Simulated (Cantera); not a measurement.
Charge: 1 mol PbO, 0.73 mol C, a varied amount of N₂, equilibrated at 1573.15 K and 750 Torr.

Equilibrium computed with Cantera from the NASA thermochemical tables; the gas is ideal and each condensed phase is pure. Candidate condensed phases: C, Pb, PbO, PbO₂, Pb₃O₄; 27 gas species. The numbers say what is thermodynamically allowed, not how fast it happens.

log p: log10 of the partial pressure in bar; n: condensed amount in mol.

```tsv
n(N₂) (mol)	log p N₂	log p CO	log p CO₂	log p Pb	log p PbO	log p Pb₂	log p NO	n Pb(l)
1.6	-0.18	-0.73	-0.96	-1.32	-4.31	-4.50	-7.55	0.882
2	-0.16	-0.79	-1.03	-1.32	-4.31	-4.50	-7.54	0.862
2.5	-0.13	-0.87	-1.10	-1.32	-4.31	-4.50	-7.53	0.836
3.1	-0.11	-0.94	-1.17	-1.32	-4.31	-4.50	-7.52	0.806
3.9	-0.10	-1.02	-1.26	-1.32	-4.31	-4.50	-7.51	0.766
4.9	-0.08	-1.11	-1.34	-1.32	-4.31	-4.50	-7.50	0.715
6	-0.07	-1.19	-1.42	-1.32	-4.31	-4.50	-7.50	(withheld)
7.5	-0.06	-1.27	-1.51	-1.32	-4.31	-4.50	-7.49	(withheld)
9.3	-0.05	-1.36	-1.59	-1.32	-4.31	-4.50	-7.49	(withheld)
12	-0.05	-1.46	-1.70	-1.32	-4.31	-4.50	-7.49	(withheld)
14	-0.04	-1.53	-1.76	-1.32	-4.31	-4.50	-7.49	(withheld)
18	-0.04	-1.63	-1.86	-1.32	-4.31	-4.50	-7.48	(withheld)
```

Some entries are withheld; supply them.


- 6, n Pb(l): 0.659
- 7.5, n Pb(l): 0.583
- 9.3, n Pb(l): 0.492
- 12, n Pb(l): 0.355
- 14, n Pb(l): 0.254
- 18, n Pb(l): 0.0515
